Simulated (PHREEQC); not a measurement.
Solution (25 °C): 0.004 mol/kgw ZnSO4, 0.016 mol/kgw Na2SO4 and 0.0045 mol/kgw HCl. Closed to the air; pH follows from the charge balance.

Model: ion-association model, phreeqc.dat, run in PHREEQC.

Precipitation was switched off in this run.

Problem. What pH, ionic strength does the model give?

Solution. pH 2.65; ionic strength 0.0556 mol/kgw.

Problem. In which forms is S present?

Solution. SO4-2 76 %, HSO4- 9.2 %, ZnSO4 7.8 %, NaSO4- 5.2 %, Zn(SO4)2-2 2.0 % of the S.
